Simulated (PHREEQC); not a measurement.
Solution (15 °C): 0.22 mol/kgw H2SO4, 0.024 mol/kgw ZnSO4 and 0.061 mol/kgw Na2SO4. Closed to the air; pH follows from the charge balance.

All values are PHREEQC results (ion-association model, phreeqc.dat), not measurements.

```json
{
  "pH": "0.78",
  "ionic_strength": "0.428 mol/kgw",
  "activity_of_water": "0.989",
  "specific_conductance": "56800 µS/cm",
  "density": "1.023 g/cm³",
  "total_alkalinity": "-440 meq/kg"
}
```

```csv
species,molality,activity,log γ
HSO4-,0.226,0.166,-0.134
H+,0.214,0.165,-0.112
Na+,0.115,0.0832,-0.140
SO4-2,0.0573,0.0128,-0.652
Zn+2,0.0131,0.00304,-0.635
ZnSO4,0.00763,0.00842,0.043
NaSO4-,0.00709,0.00499,-0.152
Zn(SO4)2-2,0.00326,0.000947,-0.536
```

No solid was allowed to form. Complexes and solids missing from the database can't appear.
